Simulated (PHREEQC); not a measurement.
A solution holds 5.6 mmol/kgw Al2(SO4)3, 60 mmol/kgw NiCl2, 0.72 mmol/kgw NaHCO3 and 0.4 mmol/kgw NaCl, at 25 °C. Closed to the air; pH follows from the charge balance.

The numbers come from PHREEQC with the ion-association model, wateq4f.dat.

No solid was allowed to form.

Estimate the pH, ionic strength.

pH 4.46; ionic strength 0.198 mol/kgw.

In which forms is Al present?

AlSO4+ 46 %, Al+3 46 %, AlOH+2 5.5 %, Al(SO4)2- 2.5 %, Al(OH)2+ 0.5 % of the Al.

The solution is supersaturated, for example in Basaluminite, Boehmite (slow to form), so a real one may precipitate; this is no full list.
